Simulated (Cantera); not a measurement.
Gas mixture: CH3OH = 0.23 (molar parts), at 11000 Pa, frozen composition.

Cantera's kinetic-theory transport with the Lennard-Jones parameters of GRI-Mech 3.0, ideal gas; thermal conductivity in the multicomponent form. Polar gases are described roughly by these parameters. The composition is frozen, though it would react at the higher temperatures.

One state of this run: ρ (kg/m³) = 0.0212; cp (J/kg/K) = 3554; μ (µPa s) = 53.4; λ (mW/m/K) = 254; Pr = 0.748; D (cm²/s) CO2 = 31.9; D (cm²/s) O = 62.3; D (cm²/s) H = 247. D: mixture-averaged diffusion coefficient of that species in the mixture.

Question: Which value of T (K) does it belong to?
(A) 2000
(B) 1800
(C) 1000
(D) 1400

Answer: A, 2000
